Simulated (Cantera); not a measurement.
A closed system holds: 1 mol B2O3, 12 mol H2O, 24 mol N2, at 1077 °C.

Cantera equilibrium calculation (NASA polynomials, part measured and part estimated; ideal gas, pure solids and liquids). Candidate condensed phases: B, BN, B2O3, B3O3H3, H2O; 39 gas species. Gases not in the tables: H3BO3. Kinetics and transport are ignored.

x: gas mole fraction; n: condensed amount in mol.

```json
[
 {"P (Pa)": "10", "x N2": "0.648", "x H2O": "0.297", "x HBO2": "0.0536", "x (HBO2)3": "___", "n B2O3(l)": "0"},
 {"P (Pa)": "37", "x N2": "0.649", "x H2O": "0.297", "x HBO2": "0.0536", "x (HBO2)3": "___", "n B2O3(l)": "0"},
 {"P (Pa)": "140", "x N2": "0.649", "x H2O": "0.297", "x HBO2": "0.0536", "x (HBO2)3": "___", "n B2O3(l)": "0"},
 {"P (Pa)": "520", "x N2": "0.653", "x H2O": "0.305", "x HBO2": "0.0420", "x (HBO2)3": "___", "n B2O3(l)": "0.218"},
 {"P (Pa)": "1900", "x N2": "0.659", "x H2O": "0.318", "x HBO2": "0.0224", "x (HBO2)3": "___", "n B2O3(l)": "0.581"},
 {"P (Pa)": "7200", "x N2": "0.663", "x H2O": "0.325", "x HBO2": "0.0116", "x (HBO2)3": "___", "n B2O3(l)": "0.770"},
 {"P (Pa)": "27000", "x N2": "0.665", "x H2O": "0.328", "x HBO2": "0.00605", "x (HBO2)3": "___", "n B2O3(l)": "0.854"},
 {"P (Pa)": "100000", "x N2": "0.666", "x H2O": "0.329", "x HBO2": "0.00315", "x (HBO2)3": "___", "n B2O3(l)": "0.871"}
]
```

### Question
Complete the blanks.

### Answer

- 10, x (HBO2)3: 6.57e-8
- 37, x (HBO2)3: 9.00e-7
- 140, x (HBO2)3: 1.29e-5
- 520, x (HBO2)3: 8.55e-5
- 1900, x (HBO2)3: 0.000174
- 7200, x (HBO2)3: 0.000350
- 27000, x (HBO2)3: 0.000688
- 100000, x (HBO2)3: 0.00133
